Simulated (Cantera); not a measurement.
A perfectly stirred reactor is fed with H₂ : O₂ : N₂ : H₂O = 1 : 0.312 : 2.53 : 0.84 (molar parts), equivalence ratio 1.6, at 0.987 atm; it is adiabatic with a 575 K inlet, and is followed from long to short residence time, starting on the burning branch (τ in s: 0.035, 0.012, 0.0042, 0.0015, 0.00051, 0.00018, 6.2e-05, 2.2e-05, 7.5e-06).

Computed with Cantera and GRI-Mech 3.0 (53 species, 325 reactions).

Question: What does this change do: pressure from 0.987 atm to 17.8 atm?

Answer: 
```json
[
 {"quantity": "blow-out, bracketed by the residence times tried", "before": "burning at 0.180 ms, out at 62.0 µs", "after": "burning at 0.510 ms, out at 0.180 ms"},
 {"quantity": "x(H₂) at τ = 35.0 ms", "before": "0.0852", "after": "0.0862"},
 {"quantity": "x(O₂) at τ = 35.0 ms", "before": "0.000150", "after": "7.93e-5"},
 {"quantity": "x(H₂O) at τ = 35.0 ms", "before": "0.334", "after": "0.335"},
 {"quantity": "x(NO) at τ = 35.0 ms", "before": "7.55e-7", "after": "7.35e-9"},
 {"quantity": "x(OH) at τ = 35.0 ms", "before": "0.000297", "after": "1.13e-5"},
 {"quantity": "x(H₂) at τ = 0.510 ms", "before": "0.0833", "after": "0.0887"},
 {"quantity": "x(O₂) at τ = 0.510 ms", "before": "0.00233", "after": "0.00144"},
 {"quantity": "x(H₂O) at τ = 0.510 ms", "before": "0.325", "after": "0.331"},
 {"quantity": "x(NO) at τ = 0.510 ms", "before": "2.20e-6", "after": "6.02e-8"},
 {"quantity": "x(OH) at τ = 0.510 ms", "before": "0.00135", "after": "4.12e-5"}
]
```
The hydrogen kinetics of GRI-Mech 3.0 are dated; newer H2 mechanisms differ, most at raised pressure. The pressure lies above the range GRI-Mech 3.0 was tuned for (to about 10 atm).
